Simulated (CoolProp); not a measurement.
A simple Rankine cycle with n-perfluoropentane: condensing at 302.15 K, boiler at 1.33 MPa, turbine inlet 499 K, turbine efficiency 0.7, pump efficiency 0.6, no recuperator. Each further row changes one setting.

Values from CoolProp's reference Helmholtz-energy equation of state, Gao 2022.

```json
[
 {"case": "as stated", "thermal efficiency (%)": "8.4", "net work (kJ/kg)": "22.5", "heat in (kJ/kg)": "269", "turbine exit temperature (K)": "469.5", "volume ratio over the turbine": "14.1"},
 {"case": "condensing temperature 294.15 K", "thermal efficiency (%)": "9.1", "net work (kJ/kg)": "25.3", "heat in (kJ/kg)": "278", "turbine exit temperature (K)": "466.6", "volume ratio over the turbine": "19.0"},
 {"case": "boiler pressure 0.931 MPa", "thermal efficiency (%)": "7.4", "net work (kJ/kg)": "20.0", "heat in (kJ/kg)": "272", "turbine exit temperature (K)": "474.6", "volume ratio over the turbine": "9.54"},
 {"case": "turbine efficiency 0.6", "thermal efficiency (%)": "7.1", "net work (kJ/kg)": "19.1", "heat in (kJ/kg)": "269", "turbine exit temperature (K)": "472.8", "volume ratio over the turbine": "14.2"}
]
```
